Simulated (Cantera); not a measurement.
A perfectly stirred reactor is fed with NH3 : N2 = 1 : 0.18 (molar parts), at 0.250 bar; it is held at 1975 K, and followed from long to short residence time.

Detailed kinetics in Cantera: the gas-phase N/H chemistry of the illustrative SiF4/NH3 mechanism in the Surface Chemkin manual (1991). Walls and surfaces, which speed up NH3 decomposition in real reactors, are not modelled.

x: mole fraction; the columns are a selection and need not sum to one.

```json
[
 {"τ (s)": "15", "x NH3": "0.00769", "x N2H4": "2.73e-10", "x H2": "0.681", "x N": "6.76e-7", "x H": "0.00135"},
 {"τ (s)": "2.9", "x NH3": "0.0385", "x N2H4": "2.39e-9", "x H2": "0.656", "x N": "6.84e-7", "x H": "0.000768"},
 {"τ (s)": "0.54", "x NH3": "0.164", "x N2H4": "1.69e-8", "x H2": "0.554", "x N": "6.60e-7", "x H": "0.000403"},
 {"τ (s)": "0.10", "x NH3": "0.470", "x N2H4": "6.92e-8", "x H2": "0.306", "x N": "[?]", "x H": "0.000158"},
 {"τ (s)": "0.019", "x NH3": "0.735", "x N2H4": "1.37e-7", "x H2": "0.0910", "x N": "[?]", "x H": "4.30e-5"},
 {"τ (s)": "0.0036", "x NH3": "0.824", "x N2H4": "1.73e-7", "x H2": "0.0184", "x N": "[?]", "x H": "9.40e-6"},
 {"τ (s)": "0.00068", "x NH3": "0.843", "x N2H4": "1.30e-7", "x H2": "0.00276", "x N": "[?]", "x H": "1.80e-6"}
]
```

What belongs in the gaps?


- 0.10, x N: 5.43e-7
- 0.019, x N: 2.95e-7
- 0.0036, x N: 7.56e-8
- 0.00068, x N: 1.27e-8
